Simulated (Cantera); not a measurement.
Charge: 1 mol MgO, 0.17 mol HI, 6.6 mol N₂, held at 975 °C and 0.0190 bar.

Method: chemical equilibrium by Gibbs-energy minimisation in Cantera with the NASA 1993 tables (ideal gas, pure condensed phases). Candidate condensed phases: H₂O, I₂, Mg, MgI₂, MgO, Mg(OH)₂; 36 gas species. Equilibrium is a limit: real reactors are often held back by kinetics, nucleation or transport.

Base state: N₂ 0.965, I 0.0207, H₂ 0.0104, HI 0.00379, H₂O 0.000125, MgI₂ 0.000125, I₂ 6.61e-5 (mole fractions); condensed: MgO(s).

What changes in the equilibrium state with this change: N₂ from 6.6 to 0.68 mol?


```json
[
 {"species": "N₂", "before": "0.965", "after": "0.751"},
 {"species": "I", "before": "0.0207", "after": "0.123"},
 {"species": "H₂", "before": "0.0104", "after": "0.0640"},
 {"species": "HI", "before": "0.00379", "after": "0.0560"},
 {"species": "MgI₂", "before": "0.000125", "after": "0.00185"},
 {"species": "I₂", "before": "6.61e-5", "after": "0.00235"},
 {"species": "H₂O", "before": "0.000125", "after": "0.00185"},
 {"species": "MgO(s), mol", "before": "0.999", "after": "0.998"}
]
```

What changes in the equilibrium state with this change: pressure from 0.0190 bar to 0.940 bar?


| species | before | after |
|---|---|---|
| N₂ | 0.965 | 0.969 |
| HI | 0.00379 | 0.0113 |
| I | 0.0207 | 0.0111 |
| H₂ | 0.0104 | 0.00648 |
| MgI₂ | 0.000125 | 0.000373 |
| I₂ | 6.61e-5 | 0.000938 |
| H₂O | 0.000125 | 0.000373 |
| MgO(s), mol | 0.999 | 0.997 |
